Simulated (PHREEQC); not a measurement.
Solution (25 °C and 10 atm): 0.0045 mol/kgw KH2PO4 and 0.00052 mol/kgw H2SO4. It is in equilibrium with CO2 at log p = 0 (atm). Otherwise closed; pH follows from the charge balance.

The numbers come from PHREEQC with the ion-association model, phreeqc.dat.

Precipitation was switched off in this run.

Question: Order these S species by the share of S that they hold, largest first: HSO4-, SO4-2, KSO4-.

Answer: SO4-2 (93 %), HSO4- (4.5 %), KSO4- (2.1 %)

The pH is 3.20 and the ionic strength 0.00566 mol/kgw.
